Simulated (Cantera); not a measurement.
Input: 1 mol V2O3, 160 mol H2, held at 1.60 mbar.

These are equilibrium values from Cantera (NASA tables, ideal gas, pure condensed phases), not measurements of a reactor. Candidate condensed phases: H2O, V, VO, V2O3, V2O4, V2O5; 12 gas species. Mutual solubility and eutectic melting of coexisting phases are not modelled. VO: taken at fixed stoichiometry. Condensed phases not in the tables: the oxides between V2O3 and V2O5 other than VO2. The numbers say what is thermodynamically allowed, not how fast it happens.

x: gas mole fraction; n: condensed amount in mol.

```
T (°C)   x H2       x H     x H2O   x VO2  n VO(s)  n V2O3(s)
------  -----  --------  --------  ------  -------  ---------
627     1.000   2.92e-9   1.33e-5  <1e-12  0.00425      0.998
727     1.000   5.67e-8   5.48e-5  <1e-12   0.0175      0.991
827     1.000   6.46e-7  0.000173  <1e-12   0.0555      0.972
927     1.000   4.93e-6  0.000451       ?    0.144      0.928
1027    0.999   2.76e-5   0.00101       ?    0.323      0.839
1127    0.998  0.000121   0.00201       ?    0.642      0.679
1227    0.996  0.000439   0.00364       ?     1.16      0.418
1327    0.993   0.00135   0.00610       ?     1.95     0.0228
1427    0.990   0.00367   0.00622       ?     2.00          0
1527    0.985   0.00888   0.00611       ?     1.98          0
1627    0.974    0.0196   0.00573       ?     1.89          0
1727    0.953    0.0397   0.00477       ?     1.55          0
```

### Question
What belongs in the gaps?

### Answer

- 927, x VO2: 5.68e-12
- 1027, x VO2: 3.48e-10
- 1127, x VO2: 1.17e-8
- 1227, x VO2: 2.42e-7
- 1327, x VO2: 3.37e-6
- 1427, x VO2: 2.20e-5
- 1527, x VO2: 0.000112
- 1627, x VO2: 0.000453
- 1727, x VO2: 0.00141
